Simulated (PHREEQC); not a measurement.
# Alkaline etch or developer

Dissolve 180 mmol/kgw KOH, 1.6 mmol/kgw Na2SiO3 and 0.55 mmol/kgw (CH3)4NCl at 25 °C. It is in equilibrium with CO2 at log p = -3.4 (atm). Otherwise closed; pH follows from the charge balance.

Model: ion-association model, wateq4f.dat, run in PHREEQC.

pH: 9.89
ionic strength: 0.241 mol/kgw
total alkalinity: 183 meq/kg

```
species   molality  activity   log γ
--------  --------  --------  ------
K+           0.180     0.126  -0.157
HCO3-       0.0635    0.0467  -0.134
CO3-2       0.0585    0.0170  -0.536
Na+        0.00240   0.00176  -0.134
H3SiO4-    0.00101  0.000712  -0.152
NaCO3-    0.000760  0.000558  -0.134
H4SiO4    0.000587  0.000621   0.024
Cl-       0.000550  0.000384  -0.157
(CH3)4N+  0.000550  0.000387  -0.152
OH-       0.000112   7.75e-5  -0.160
NaHCO3     4.37e-5   4.62e-5   0.024
CO2        1.28e-5   1.36e-5   0.024
H2SiO4-2   1.30e-6   3.77e-7  -0.536
```

No solid was allowed to form. Saturation is exceeded, for instance for Quartz (slow to form), Chalcedony (slow to form); the values hold only as long as no solid forms. (CH3)4N+ isn't in the database: it is added as a free cation with an ion size of 4 Å.
